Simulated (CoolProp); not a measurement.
Aqueous potassium carbonate as a coolant, 13 % by mass, freezing at -4.9 °C, 1 atm.

Model: Melinder's fits for secondary coolants, in CoolProp.

```tsv
T (°C)	density (kg/m³)	viscosity (mPa s)	cp (kJ/(kg K))	conductivity (W/(m K))
-1.2	1126	2.38	3.540	0.551
4	1125	2.04	3.549	0.559
9.1	___	1.78	3.559	0.567
14.2	1122	1.57	3.568	0.576
19.3	1120	1.40	___	0.584
24.4	___	1.26	3.586	0.593
29.5	1116	1.13	3.595	0.601
34.6	1114	1.03	___	0.610
```

Task: Some entries are withheld; supply them.

Result: 
- 9.1, density (kg/m³): 1124
- 19.3, cp (kJ/(kg K)): 3.577
- 24.4, density (kg/m³): 1118
- 34.6, cp (kJ/(kg K)): 3.603
